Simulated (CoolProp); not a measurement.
The fluid at 331.89 K and 3.44 MPa flows at 2 m/s in a round tube of 6 mm bore and 45 µm roughness, fully developed (64/Re and Nu = 3.66 if laminar; Colebrook and Gnielinski if turbulent). The same conditions are run with several fluids, on thermodynamics alone (safety and materials aside).

Computed with CoolProp (reference Helmholtz-energy equation of state of each fluid (methane: Setzmann 1991; R13: Platzer 1990; CF4 (R14): Platzer 1990; oxygen: Schmidt 1985; carbon dioxide: Span 1996)). The equations of Platzer and Polt are older, rougher fits.

```tsv
fluid	Reynolds number	Darcy friction factor	pressure drop (Pa/m)	heat-transfer coefficient (W/(m² K))	mass flow (kg/h)
methane	19500	0.0378	262	537	4.23
R13	116000	0.0351	2050	1510	35.7
CF4 (R14)	68700	(withheld)	1410	935	24.3
oxygen	21000	(withheld)	506	416	8.21
carbon dioxide	44000	(withheld)	757	660	12.8
```

Task: Some entries are withheld; supply them.

Result: 
- CF4 (R14), Darcy friction factor: 0.0355
- oxygen, Darcy friction factor: 0.0376
- carbon dioxide, Darcy friction factor: 0.0361

Above 300 K oxygen's equation is extrapolated.

Transport values come from each fluid's own correlations; those of R13, CF4 (R14) are estimates that may be off by 10 % or more.
